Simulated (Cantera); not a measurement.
Ignition delay

Mixture: CO : H2 : O2 : N2 = 1 : 0.12 : 0.7 : 2.03 (molar parts), at 4.93 atm, adiabatic and at constant pressure. Ignition delay is the time to a rise of 400 K.

Cantera simulation using GRI-Mech 3.0 (53 species, 325 reactions); the numbers are that mechanism's predictions, not measurements. The hydrogen kinetics of GRI-Mech 3.0 are dated; newer H2 mechanisms differ, most at raised pressure. Where the delays flatten at high temperature, the 400 K rule measures the pace of heat release, not the induction time.

```
T0 (K)  delay (ms)
------  ----------
1225        0.0258
1300        0.0157
1375        0.0114
1450       0.00910
1525       0.00774
```
